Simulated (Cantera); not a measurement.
Feed: 1 mol S, 0.083 mol H2, equilibrated at 2673.15 K and 0.000210 bar.

Cantera equilibrium calculation (NASA polynomials, part measured and part estimated; ideal gas, pure solids and liquids). Candidate condensed phases: S; 7 gas species. The numbers say what is thermodynamically allowed, not how fast it happens.

Question: What is the equilibrium state?

Answer: 
```json
{
  "x(S)": "0.836",
  "x(H)": "0.141",
  "x(S2)": "0.0196",
  "x(H2)": "0.00159",
  "x(SH)": "0.00122",
  "gas_amount": "1.140 mol",
  "log10 activity of S(l) (absent)": "-4.51"
}
```
